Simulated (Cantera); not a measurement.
A jet of 7.96 % CH₄, 16.3 % O₂, 75.7 % N₂, equivalence ratio 0.98 at 300 K and 120 Torr hits a platinum plate 4.4 cm away at a mass flux of 0.081 kg/m²/s; the plate temperature is set and raised in steps from an oxygen-covered start.

Cantera simulation using Deutschmann's 1995 Pt surface mechanism with GRI-Mech 3.0 gas chemistry; the numbers are that mechanism's predictions, not measurements. Catalytic surfaces can have several steady states; this one follows from the mechanism file's or the stated starting coverage.

One state of this run: wall x CH₄ = 0.0326; wall x O₂ = 0.0621; wall x H₂O = 0.0880; wall x OH = 1.16e-7; wall x CO = 1.75e-5; wall x CO₂ = 0.0583; θ free Pt = 0.275; θ O* = 0.723; θ OH* = 0.00287. x: mole fraction at the wall; θ: surface coverage.

Task: Which value of plate T (K) does it belong to?
(A) 1000
(B) 1050
(C) 1100
(D) 950

Result: D, 950
